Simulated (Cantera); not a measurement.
What does this Cantera script print?

```python
import numpy as np
import cantera as ct

gas_names = """
    C CH CH2 CH3 CH2OH CH3O CH4 CH3OH CO CO2 COOH C2 C2H CHCO,ketyl C2H2,acetylene C2H2,vinylidene
    CH2CO,ketene C2H3,vinyl CH3CO,acetyl C2H4 C2H4O,ethylen CH3CHO,ethanal CH3COOH (HCOOH)2 C2H5 C2H6
    CH3OCH3 C2H5OH C2O C3 C3H3,propargyl C3H4,allene C3H4,propyne C3H4,cyclo- C3H5,allyl C3H6,propylene
    C3H6,cyclo- C3H6O C3H7,n-propyl C3H7,i-propyl C3H8 C3H8O,1propanol C3H8O,2propanol C3O2 C4 C4H2
    C4H4,1,3-cyclo- C4H6,butadiene C4H6,2-butyne C4H6,cyclo- C4H8,1-butene C4H8,cis2-buten
    C4H8,tr2-butene C4H8,isobutene C4H8,cyclo- (CH3COOH)2 C4H9,n-butyl C4H9,i-butyl C4H9,s-butyl
    C4H9,t-butyl C4H10,isobutane C4H10,n-butane C5 C5H6,1,3cyclo- C5H8,cyclo- C5H10,1-pentene
    C5H10,cyclo- C5H11,pentyl C5H11,t-pentyl C5H12,n-pentane C5H12,i-pentane CH3C(CH3)2CH3 C6H2
    C6H5,phenyl C6H5O,phenoxy C6H6 C6H5OH,phenol C6H10,cyclo- C6H12,1-hexene C6H12,cyclo- C6H13,n-hexyl
    C7H7,benzyl C7H8 C7H8O,cresol C7H14,1-heptene C7H15,n-heptyl C7H16,n-heptane C8H8,styrene
    C8H10,ethylbenz C8H16,1-octene C8H17,n-octyl C8H18,isooctane C8H18,n-octane C9H19,n-nonyl
    C10H8,naphthale C10H21,n-decyl C12H9,o-bipheny C12H10,bipheny H HCO HO2 H2 HCHO,formaldehy HCOOH H2O
    H2O2 O OH O2 O3 Ti TiO TiO2
""".split()
cond_names = """
    C(gr) C6H6(L) C7H8(L) C8H18(L),n-octa H2O(s) H2O(L) Ti(a) Ti(b) Ti(L) TiC(s) TiC(L) TiO(a) TiO(b)
    TiO(L) TiO2(ru) TiO2(L) Ti2O3(a) Ti2O3(b) Ti2O3(L) Ti3O5(a) Ti3O5(b) Ti3O5(L) Ti4O7(s) Ti4O7(L)
""".split()


def load(file, names, dense=False):
    # The tables refer to 1 bar. Condensed volumes are neglected.
    table = {s.name: s for s in ct.Species.list_from_file(file)}
    out = []
    for n in names:
        d = dict(table[n].input_data)
        d["thermo"] = dict(d["thermo"], **{"reference-pressure": 1e5})
        if dense:
            d["equation-of-state"] = {"model": "constant-volume", "density": "1e6 g/cm^3"}
        out.append(ct.Species.from_dict(d))
    return out


gas = ct.Solution(thermo="ideal-gas", species=load("nasa_gas.yaml", gas_names))
cond = {s.name: ct.Solution(thermo="fixed-stoichiometry", species=[s], name=s.name)
        for s in load("nasa_condensed.yaml", cond_names, dense=True)}
atoms = {
    'Ti(OiPr)4': {'Ti': 1, 'C': 12, 'H': 28, 'O': 4},
    'H2O': {'H': 2, 'O': 1},
}
top_T = {'C(gr)': 4500}  # K; cautious upper limits of use, not melting points


def equilibrate(T, P, feed):
    n = {}
    for name, mol in feed.items():
        for a, k in atoms[name].items():
            n[a] = n.get(a, 0.0) + k * mol
    gas.TPX = T, P, n
    mass = sum(n.values()) * gas.mean_molecular_weight
    gas.equilibrate("TP")
    valid = [c for c in cond.values() if c.min_temp <= T <= top_T.get(c.name, c.max_temp)]
    mix = ct.Mixture([(gas, mass / gas.mean_molecular_weight)] + [(c, 0.0) for c in valid])
    mix.T, mix.P = T, P
    mix.equilibrate("TP", solver="vcs", rtol=1e-11, max_steps=5000)
    return mix


results = []
feed = {'Ti(OiPr)4': 1, 'H2O': 25}  # mol
P = 6500  # Pa
for T in [1548, 1598, 1648, 1698, 1748, 1798, 1848, 1898, 1948, 1998, 2048, 2098, 2148, 2198]:
    mix = equilibrate(T, P, feed)
    results.append((T, P, feed, dict(zip(mix.species_names, mix.species_moles))))
    x = sorted(zip(gas.X, gas.species_names), reverse=True)
    print(f"T = {T:g} K  P = {P:g} Pa  gas = {mix.phase_moles(0):.4g} mol")
    print("   x: " + "  ".join(f"{s} {v:.3e}" for v, s in x if v > 1e-06))
    print("   condensed (mol): " + ("  ".join(f"{mix.phase(i).name} {mix.phase_moles(i):.4g}"
          for i in range(1, mix.n_phases) if mix.phase_moles(i) > 1e-12) or "none"))
```

Output:

```
T = 1548 K  P = 6500 Pa  gas = 51 mol
   x: H2 5.068e-01  H2O 2.578e-01  CO 1.990e-01  CO2 3.630e-02  H 8.598e-05  OH 1.461e-06
   condensed (mol): TiO2(ru) 1
T = 1598 K  P = 6500 Pa  gas = 51 mol
   x: H2 5.049e-01  H2O 2.596e-01  CO 2.008e-01  CO2 3.446e-02  H 1.484e-04  OH 2.970e-06
   condensed (mol): TiO2(ru) 1
T = 1648 K  P = 6500 Pa  gas = 51.01 mol
   x: H2 5.032e-01  H2O 2.613e-01  CO 2.025e-01  CO2 3.281e-02  H 2.478e-04  OH 5.780e-06
   condensed (mol): TiO2(ru) 1
T = 1698 K  P = 6500 Pa  gas = 51.01 mol
   x: H2 5.016e-01  H2O 2.627e-01  CO 2.039e-01  CO2 3.133e-02  H 4.017e-04  OH 1.081e-05
   condensed (mol): TiO2(ru) 1
T = 1748 K  P = 6500 Pa  gas = 51.02 mol
   x: H2 5.001e-01  H2O 2.640e-01  CO 2.052e-01  CO2 2.999e-02  H 6.338e-04  OH 1.952e-05
   condensed (mol): TiO2(ru) 1
T = 1798 K  P = 6500 Pa  gas = 51.03 mol
   x: H2 4.987e-01  H2O 2.651e-01  CO 2.064e-01  CO2 2.879e-02  H 9.752e-04  OH 3.408e-05
   condensed (mol): TiO2(ru) 1
T = 1848 K  P = 6500 Pa  gas = 51.04 mol
   x: H2 4.972e-01  H2O 2.661e-01  CO 2.074e-01  CO2 2.770e-02  H 1.466e-03  OH 5.774e-05
   condensed (mol): TiO2(ru) 1
T = 1898 K  P = 6500 Pa  gas = 51.06 mol
   x: H2 4.957e-01  H2O 2.670e-01  CO 2.083e-01  CO2 2.670e-02  H 2.159e-03  OH 9.511e-05
   condensed (mol): TiO2(ru) 1
T = 1948 K  P = 6500 Pa  gas = 51.08 mol
   x: H2 4.941e-01  H2O 2.677e-01  CO 2.091e-01  CO2 2.580e-02  H 3.116e-03  OH 1.527e-04  TiO2 1.253e-06
   condensed (mol): TiO2(ru) 0.9999
T = 1998 K  P = 6500 Pa  gas = 51.12 mol
   x: H2 4.924e-01  H2O 2.682e-01  CO 2.098e-01  CO2 2.497e-02  H 4.415e-03  OH 2.393e-04  TiO2 3.204e-06  O 1.569e-06
   condensed (mol): TiO2(ru) 0.9998
T = 2048 K  P = 6500 Pa  gas = 51.17 mol
   x: H2 4.861e-01  H2O 2.729e-01  CO 2.098e-01  CO2 2.476e-02  H 6.123e-03  OH 3.744e-04  TiO2 7.526e-06  O 3.406e-06
   condensed (mol): Ti4O7(L) 0.2499
T = 2098 K  P = 6500 Pa  gas = 51.23 mol
   x: H2 4.837e-01  H2O 2.731e-01  CO 2.102e-01  CO2 2.405e-02  H 8.395e-03  OH 5.623e-04  TiO2 1.540e-05  O 6.961e-06  O2 1.675e-06
   condensed (mol): Ti4O7(L) 0.2498
T = 2148 K  P = 6500 Pa  gas = 51.31 mol
   x: H2 4.810e-01  H2O 2.729e-01  CO 2.105e-01  CO2 2.339e-02  H 1.134e-02  OH 8.283e-04  TiO2 3.040e-05  O 1.377e-05  O2 3.313e-06  TiO 1.133e-06
   condensed (mol): Ti4O7(L) 0.2496
T = 2198 K  P = 6500 Pa  gas = 51.42 mol
   x: H2 4.777e-01  H2O 2.725e-01  CO 2.106e-01  CO2 2.277e-02  H 1.510e-02  OH 1.198e-03  TiO2 5.803e-05  O 2.640e-05  O2 6.355e-06  TiO 2.469e-06
   condensed (mol): Ti4O7(L) 0.2492
```

Method: chemical equilibrium by Gibbs-energy minimisation in Cantera with the NASA 1993 tables (ideal gas, pure condensed phases). The feed counts by its element totals alone. Condensed phases not in the tables: Magnéli phases beyond Ti4O7. Gases not in the tables: TiO(OH)2.
